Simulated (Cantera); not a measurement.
An isothermal, constant-pressure homogeneous reactor starts with H2 : O2 : H2O = 0.087 : 1 : 0.0012 (molar parts), at 1273 K and 0.0130 bar.

Cantera simulation using the H2/O2 subset of GRI-Mech 3.0, which has no nitrogen chemistry; the numbers are that mechanism's predictions, not measurements. Radical loss at walls, strong at low pressure, is not modelled. The temperature is held fixed by assumption; the heat of reaction is taken as removed at once.

x: mole fraction; the columns are a selection and need not sum to one.

| t (s) | x H2 | x O2 | x H | x HO2 | x O |
|---|---|---|---|---|---|
| 1.00e-5 | 0.0799 | 0.919 | 2.13e-9 | 2.42e-9 | 3.17e-10 |
| 4.60e-5 | 0.0799 | 0.919 | 8.01e-9 | 1.11e-8 | 5.10e-9 |
| 0.000211 | 0.0799 | 0.919 | 7.96e-8 | 5.13e-8 | 1.13e-7 |
| 0.000972 | 0.0783 | 0.918 | [?] | [?] | [?] |
| 0.00447 | 0.00188 | 0.863 | 0.0141 | 3.90e-6 | 0.0459 |
| 0.0206 | 0.00126 | 0.882 | 0.00726 | 3.66e-6 | 0.0292 |
| 0.0946 | 0.000290 | 0.908 | 0.000741 | 2.21e-6 | 0.00634 |
| 0.435 | 2.10e-5 | 0.915 | 1.43e-5 | 4.39e-7 | 0.000455 |
| 2.00 | [?] | 0.915 | [?] | [?] | [?] |

**Question.** Some entries are withheld; supply them.

**Answer.** 
- 0.000972, x H: 0.000470
- 0.000972, x HO2: 1.42e-6
- 0.000972, x O: 0.000719
- 2.00, x H2: 1.64e-6
- 2.00, x H: 3.15e-7
- 2.00, x HO2: 5.59e-8
- 2.00, x O: 3.57e-5
